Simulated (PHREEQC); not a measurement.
Solution (20 °C): 0.051 mol/kgw RbCl, 0.012 mol/kgw LiCl and 0.0017 mol/kgw LiOH. Closed to the air; pH follows from the charge balance.

The numbers come from PHREEQC with the ion-association model, wateq4f.dat.

* **pH**: 11.30
* **ionic strength**: 0.0647 mol/kgw
* **total alkalinity**: 1.70 meq/kg

```csv
species,molality,activity,log γ
Cl-,0.0630,0.0502,-0.099
Rb+,0.0510,0.0412,-0.093
Li+,0.0137,0.0112,-0.086
OH-,0.00170,0.00135,-0.100
```

This is a speciation only: nothing precipitates in the calculation.
